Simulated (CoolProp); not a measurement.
Values from CoolProp's reference Helmholtz-energy equation of state, Lemmon 2006. It is a short technical equation, of lower accuracy than the large ones.

**Question.** Give the vapour pressure (kPa), vapour Z, surface tension (mN/m), vapour viscosity (µPa s) of saturated C2F6 (R116) at 179.7, 209.7 K.

**Answer.** 
| T (K) | p (kPa) | vapour Z | surface tension (mN/m) | vapour viscosity (µPa s) |
|---|---|---|---|---|
| 179.7 | 40.9 | 0.976 | 13.2 | 8.43 |
| 209.7 | 209 | 0.925 | 9.08 | 9.77 |

Viscosity comes from a separate model (Huber 2003), an estimate that may be off by 10 % or more. Surface tension comes from a separate correlation (Mulero 2012).
